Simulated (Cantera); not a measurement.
Feed: 1 mol TiN, 10 mol O2, equilibrated at 0.780 bar.

Cantera equilibrium calculation (NASA polynomials, part measured and part estimated; ideal gas, pure solids and liquids). Candidate condensed phases: Ti, TiN, TiO, TiO2, Ti2O3, Ti3O5, Ti4O7; 12 gas species. The numbers say what is thermodynamically allowed, not how fast it happens.

Question: At 1950 K, list the 4 most abundant gas species with their mole fractions, and the condensed phases.

Answer: O2 0.945, N2 0.0508, NO 0.00358, O 0.000497. Condensed: TiO2(rutile).
